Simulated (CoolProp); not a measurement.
Saturation properties of methane (Tc = -82.6 °C, pc = 4.599 MPa, ω = 0.011).

Values from CoolProp's reference Helmholtz-energy equation of state, Setzmann 1991.

| T (°C) | p (MPa) | liquid density (kg/m³) | vapour density (kg/m³) | surface tension (mN/m) | liquid viscosity (µPa s) |
|---|---|---|---|---|---|
| -156.25 | 0.1528 | 414.6 | 2.649 | 11.9 | 105 |
| -147.85 | 0.2740 | 401.6 | 4.549 | 10.3 | 88.6 |
| -139.35 | 0.4584 | 387.7 | 7.369 | 8.70 | 75.9 |
| -130.95 | 0.7172 | 372.9 | 11.31 | 7.16 | 65.6 |
| -122.55 | 1.068 | 356.7 | 16.78 | 5.68 | 56.8 |
| -114.15 | 1.529 | 338.6 | 24.31 | 4.26 | 49.0 |
| -105.75 | 2.117 | 317.8 | 34.85 | 2.92 | 41.7 |
| -97.25 | 2.863 | 291.9 | 50.58 | 1.66 | 34.6 |
| -88.85 | 3.777 | 255.5 | 77.14 | 0.569 | 27.1 |

It boils at -161.5 °C under 1 atm.

Viscosity comes from a separate model (Quiñones-Cisneros 2006). Surface tension comes from a separate correlation (Mulero 2012).
